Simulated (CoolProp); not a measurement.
CH3F (R41) along the isotherm 330.7 K: Z from the reference equation and from simpler models built on Tc = 317.3 K, pc = 5.906 MPa, ω = 0.200; each cubic takes its own stable root.

Computed with CoolProp (reference Helmholtz-energy equation of state, Lemmon 2006). It is a short technical equation, of lower accuracy than the large ones.

```csv
p (MPa),phase,reference
0.0467,gas,0.9973
0.0704,gas,0.9959
0.106,gas,0.9938
0.16,gas,0.9906
0.242,gas,0.9858
0.365,gas,0.9786
0.55,gas,0.9675
0.83,gas,0.9506
1.25,gas,0.9248
1.89,gas,0.8841
2.85,gas,0.8194
4.3,gas,0.7101
6.49,supercritical,0.4898
9.79,supercritical,0.2606
14.8,supercritical,0.3320
```

Problem. How far does each simpler model (van der Waals, Redlich-Kwong, Soave-Redlich-Kwong, Peng-Robinson) lie from the reference over these 15 states: mean and median of the absolute difference, and the worst?

Solution. 
- van der Waals: mean 8.5 %, median 1.1 %, worst +54.8 % at 330.7 K and 14.8 MPa
- Redlich-Kwong: mean 5.2 %, median 0.6 %, worst +31.5 % at 330.7 K and 9.79 MPa
- Soave-Redlich-Kwong: mean 6.0 %, median 0.7 %, worst +36.0 % at 330.7 K and 9.79 MPa
- Peng-Robinson: mean 3.4 %, median 0.1 %, worst +24.4 % at 330.7 K and 9.79 MPa
